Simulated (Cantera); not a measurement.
**Moist CO burnout**

An isothermal, constant-pressure homogeneous reactor starts with CO : O2 : H2O : N2 = 0.01 : 0.0056 : 0.029 : 1 (molar parts), equivalence ratio 0.89, at 1100 K and 1.00 bar.

Computed with Cantera and GRI-Mech 3.0 (53 species, 325 reactions).

```json
[
 {"t (s)": "3.00e-6", "x CO": "0.00957", "x O2": "0.00536", "x H2O": "0.0278", "x N2O": "<1e-12", "x OH": "<1e-12"},
 {"t (s)": "2.40e-5", "x CO": "0.00957", "x O2": "0.00536", "x H2O": "0.0278", "x N2O": "<1e-12", "x OH": "<1e-12"},
 {"t (s)": "0.000192", "x CO": "0.00957", "x O2": "0.00536", "x H2O": "0.0278", "x N2O": "<1e-12", "x OH": "1.41e-11"},
 {"t (s)": "0.00153", "x CO": "0.00957", "x O2": "0.00536", "x H2O": "0.0278", "x N2O": "<1e-12", "x OH": "7.14e-10"},
 {"t (s)": "0.0122", "x CO": "0.00504", "x O2": "0.00328", "x H2O": "0.0273", "x N2O": "7.14e-8", "x OH": "4.93e-5"},
 {"t (s)": "0.0979", "x CO": "8.04e-5", "x O2": "0.000636", "x H2O": "0.0278", "x N2O": "9.70e-8", "x OH": "8.97e-6"},
 {"t (s)": "0.783", "x CO": "1.24e-6", "x O2": "0.000578", "x H2O": "0.0279", "x N2O": "1.05e-7", "x OH": "1.29e-6"},
 {"t (s)": "6.26", "x CO": "9.63e-9", "x O2": "0.000577", "x H2O": "0.0279", "x N2O": "8.62e-8", "x OH": "2.82e-7"},
 {"t (s)": "50.0", "x CO": "1.00e-9", "x O2": "0.000577", "x H2O": "0.0279", "x N2O": "1.50e-8", "x OH": "1.24e-7"}
]
```
x: mole fraction; the columns are a selection and need not sum to one.

Equilibrium at this temperature and pressure: CO 5.39e-10, O2 0.000575, H2O 0.0279, N2O 4.10e-10, OH 8.24e-8 (gas phase only).
